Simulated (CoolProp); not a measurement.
Vapour pressure (MPa) of R115: the reference equation beside estimates from Tc = 80.0 °C, pc = 3.129 MPa, ω = 0.248.

Computed with CoolProp (reference Helmholtz-energy equation of state, Lemmon 2016).

```csv
T (°C),reference,Lee-Kesler,van der Waals
-0.35,0.4360,0.4389,1.019
3.05,0.4848,0.4881,1.080
6.35,0.5359,0.5397,1.142
9.65,0.5909,0.5953,1.206
12.95,0.6500,0.6549,1.272
16.35,0.7154,0.7207,1.342
19.65,0.7834,0.7892,1.413
22.95,0.8560,0.8624,1.486
26.35,0.9359,0.9429,1.564
29.65,1.019,1.026,1.642
32.95,1.107,1.115,1.722
36.35,1.203,1.212,1.807
```

Absolute difference from the reference over all 12 rows, mean and median: Lee-Kesler 0.7 and 0.7 %, van der Waals 87.1 and 84.0 %.
